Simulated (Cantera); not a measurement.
A Cantera script and what it prints.

```python
import numpy as np
import cantera as ct

gas_names = """
    H HI HO2 H2 H2O H2O2 I I2 Mg MgH MgI MgI2 MgO MgOH MgO2H2 Mg2 O OH O2 O3
""".split()
cond_names = """
    H2O(s) H2O(L) I2(cr) I2(L) Mg(cr) Mg(L) MgI2(s) MgI2(L) MgO(s) MgO(L) MgO2H2(s)
""".split()


# ... load() reads the species with a 1 bar reference pressure and builds the phases ...
atoms = {
    'MgO': {'Mg': 1, 'O': 1},
    'I2': {'I': 2},
    'H2': {'H': 2},
    'HI': {'H': 1, 'I': 1},
}
top_T = {}  # K; cautious upper limits of use, not melting points


# ... equilibrate(T, P, feed) seeds the gas with the atoms and calls Mixture.equilibrate('TP', solver="vcs", rtol=1e-11, max_steps=5000) ...
results = []
feed = {'MgO': 1, 'I2': 0.31, 'H2': 0.35, 'HI': 0.062}  # mol
P = 8100  # Pa
for T in [800, 875, 950, 1025, 1100, 1175, 1250, 1325, 1400, 1475, 1550, 1625]:
    mix = equilibrate(T, P, feed)
    results.append((T, P, feed, dict(zip(mix.species_names, mix.species_moles))))

top = {s: max(r[3][s] / sum(r[3][g] for g in gas_names) for r in results) for s in gas_names}
cols = sorted((s for s in top if top[s] > 0.001), key=lambda s: -top[s])[:7]
seen = [c for c in cond_names if any(r[3].get(c, 0) > 1e-12 for r in results)]
print("log10 of partial pressures in bar; condensed amounts in mol")
print(f"{'T/K':>10s}" + "".join(f"{s[:9]:>10s}" for s in cols + seen))
for T, P, feed, n in results:
    ng = sum(n[g] for g in gas_names)
    print(f"{T:10.4g}" + "".join(f"{np.log10(max(n[s] / ng * P / 1e5, 1e-99)):10.3f}" for s in cols)
          + "".join(f"{n.get(c, 0):10.4g}" for c in seen))
```

Result:

```
log10 of partial pressures in bar; condensed amounts in mol
       T/K        HI         I        H2        I2       H2O      MgI2    MgO(s)
       800    -1.213    -3.327    -1.922    -2.139    -4.327    -4.327    0.9996
       875    -1.228    -2.889    -1.897    -2.120    -3.946    -3.946     0.999
       950    -1.247    -2.528    -1.872    -2.122    -3.634    -3.634    0.9979
      1025    -1.276    -2.234    -1.845    -2.152    -3.382    -3.382    0.9962
      1100    -1.317    -1.998    -1.815    -2.216    -3.183    -3.183    0.9938
      1175    -1.372    -1.815    -1.782    -2.318    -3.030    -3.030    0.9908
      1250    -1.442    -1.678    -1.747    -2.456    -2.918    -2.918    0.9876
      1325    -1.524    -1.578    -1.713    -2.622    -2.840    -2.840    0.9846
      1400    -1.616    -1.506    -1.682    -2.806    -2.790    -2.790    0.9821
      1475    -1.712    -1.455    -1.656    -2.998    -2.761    -2.761    0.9803
      1550    -1.811    -1.418    -1.636    -3.192    -2.746    -2.747     0.979
      1625    -1.908    -1.392    -1.619    -3.381    -2.740    -2.744    0.9784
```

These are equilibrium values from Cantera (NASA tables, ideal gas, pure condensed phases), not measurements of a reactor.
